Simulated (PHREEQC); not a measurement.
A solution holds 0.01 mol MgCl2, 0.028 mol Na2SO4 and 0.0003 mol H4SiO4 per kg of water, at 25 °C. Closed to the air; pH follows from the charge balance.

All values are PHREEQC results (ion-association model, phreeqc.dat), not measurements.

The ionic strength comes out as 0.0920 mol/kgw. What activity coefficients do Na+, SO4-2, Cl-, Mg+2, NaSO4- get?

Na+ 0.79, SO4-2 0.38, Cl- 0.77, Mg+2 0.42, NaSO4- 0.79.

No solid was allowed to form. The solution is supersaturated, for example in Quartz (slow to form), so a real one may precipitate; this is no full list.
